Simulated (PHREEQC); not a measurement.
Dissolve 0.026 mol NaOH, 3.8e-05 mol MnCl2 and 0.09 mol KBr per kg of water at 47 °C. Closed to the air; pH follows from the charge balance.

All values are PHREEQC results (ion-association model, phreeqc.dat), not measurements.

This is a speciation only: nothing precipitates in the calculation.

Q: Order these Mn species by the share of Mn that they hold, largest first: Mn(OH)3-, MnOH+, Mn+2.

A: MnOH+ (95 %), Mn+2 (3.4 %), Mn(OH)3- (2.0 %)

The pH is 11.63 and the ionic strength 0.116 mol/kgw. At this temperature some constants are extrapolated from 25 °C, and those without enthalpy data are left unchanged.
